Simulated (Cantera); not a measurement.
Charge: 1 mol BCl3, 0.48 mol O2, 0.63 mol N2, at 1300 K and 7.50 Torr.

Equilibrium computed with Cantera from the NASA thermochemical tables; the gas is ideal and each condensed phase is pure. Candidate condensed phases: B, BN, B2O3; 25 gas species. The tables' values for BOCl are old estimates; treat these amounts as uncertain. Kinetics and transport are ignored.

Base state: Cl2 0.431, N2 0.309, BCl3 0.135, Cl 0.0814, B3O3Cl3 0.0411, BOCl 0.00218, B2O3 1.86e-5 (mole fractions); condensed: B2O3(l).

Problem. What changes in the equilibrium state with this change: 1.4 mol HF added?

Solution. 
```csv
species,before,after
HCl,0,0.361
Cl2,0.431,0.200
N2,0.309,0.172
BF3,0,0.0827
BOF,0,0.0802
HF,0,0.0187
B3O3F3,0,0.0115
O2,3.99e-7,0.0167
B3O3Cl3,0.0411,4.47e-6
BCl3,0.135,1.47e-5
Cl,0.0814,0.0555
HBO2,0,0.000720
H2O,0,0.000548
"B2O3(l), mol",0.235,0.136
```
Further candidate phases: B3O3H3, H2O, NH4Cl.
